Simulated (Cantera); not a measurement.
# Metals in furnace atmospheres: Cu + NH3 + N2

Charge: 1 mol Cu, 0.19 mol NH3, 290 mol N2, at 1 atm.

Equilibrium computed with Cantera from the NASA thermochemical tables; the gas is ideal and each condensed phase is pure. Candidate condensed phases: Cu; 11 gas species. Rates play no part.

```json
[
 {"T (K)": "625", "x N2": "0.999", "x H2": "0.000980", "x Cu": "<1e-12", "x H": "<1e-12", "x Cu2": "<1e-12", "x NH3": "8.55e-7", "n Cu(s)": "1.00", "n Cu(l)": "0"},
 {"T (K)": "775", "x N2": "0.999", "x H2": "0.000981", "x Cu": "<1e-12", "x H": "<1e-12", "x Cu2": "<1e-12", "x NH3": "1.21e-7", "n Cu(s)": "1.00", "n Cu(l)": "0"},
 {"T (K)": "925", "x N2": "0.999", "x H2": "0.000981", "x Cu": "<1e-12", "x H": "8.10e-12", "x Cu2": "<1e-12", "x NH3": "3.10e-8", "n Cu(s)": "1.00", "n Cu(l)": "0"},
 {"T (K)": "1075", "x N2": "0.999", "x H2": "0.000981", "x Cu": "2.52e-10", "x H": "4.57e-10", "x Cu2": "<1e-12", "x NH3": "1.14e-8", "n Cu(s)": "1.00", "n Cu(l)": "0"},
 {"T (K)": "1225", "x N2": "0.999", "x H2": "0.000981", "x Cu": "2.39e-8", "x H": "9.70e-9", "x Cu2": "<1e-12", "x NH3": "5.31e-9", "n Cu(s)": "1.000", "n Cu(l)": "0"},
 {"T (K)": "1375", "x N2": "0.999", "x H2": "0.000981", "x Cu": "8.12e-7", "x H": "1.07e-7", "x Cu2": "1.31e-10", "x NH3": "2.91e-9", "n Cu(s)": "0", "n Cu(l)": "1.000"},
 {"T (K)": "1525", "x N2": "0.999", "x H2": "0.000981", "x Cu": "1.23e-5", "x H": "7.36e-7", "x Cu2": "5.64e-9", "x NH3": "1.79e-9", "n Cu(s)": "0", "n Cu(l)": "0.996"},
 {"T (K)": "1675", "x N2": "0.999", "x H2": "0.000980", "x Cu": "0.000113", "x H": "3.61e-6", "x Cu2": "1.20e-7", "x NH3": "1.20e-9", "n Cu(s)": "0", "n Cu(l)": "0.967"},
 {"T (K)": "1825", "x N2": "0.998", "x H2": "0.000974", "x Cu": "0.000711", "x H": "1.37e-5", "x Cu2": "1.52e-6", "x NH3": "8.53e-10", "n Cu(s)": "0", "n Cu(l)": "0.793"}
]
```
x: gas mole fraction; n: condensed amount in mol.

From 625 K to 1225 K the condensed part is Cu(s). From 1375 K to 1825 K the condensed part is Cu(l).
